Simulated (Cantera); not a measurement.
Charge: 1 mol TiCl4, 0.83 mol C3H8, 2.6 mol H2, at 0.150 bar.

These are equilibrium values from Cantera (NASA tables, ideal gas, pure condensed phases), not measurements of a reactor. Candidate condensed phases: C, C6H6, C7H8, C8H18, Ti, TiC, TiCl2, TiCl3, TiCl4; 96 gas species. The tables' values for TiCl2 are old estimates; treat these amounts as uncertain. TiC: taken at fixed stoichiometry. Equilibrium is a limit: real reactors are often held back by kinetics, nucleation or transport. All values below are at 1225 °C.

Base state: H2 0.564, HCl 0.402, TiCl3 0.0204, TiCl4 0.0134, CH4 0.000124, TiCl2 6.03e-5, H 3.33e-5, Cl 1.92e-5 (mole fractions); condensed: C(graphite) + TiC(s).

Problem. What changes in the equilibrium state with this change: H2 from 2.6 to 8 mol?

Solution. 
```csv
species,before,after
H2,0.564,0.714
HCl,0.402,0.279
TiCl3,0.0204,0.00482
TiCl4,0.0134,0.00195
TiCl2,6.03e-5,2.30e-5
Cl,1.92e-5,1.18e-5
CH4,0.000124,0.000198
H,3.33e-5,3.75e-5
"C(graphite), mol",1.75,1.58
"TiC(s), mol",0.738,0.910
```

Problem. What changes in the equilibrium state with this change: TiCl4 replaced by Ti?

Solution. 
```
species             before     after
----------------  --------  --------
H2                   0.564     1.000
CH4               0.000124  0.000389
H                  3.33e-5   4.44e-5
HCl                  0.402         0
TiCl3               0.0204         0
TiCl4               0.0134         0
TiCl2              6.03e-5         0
Cl                 1.92e-5         0
C(graphite), mol      1.75      1.49
TiC(s), mol          0.738      1.00
```
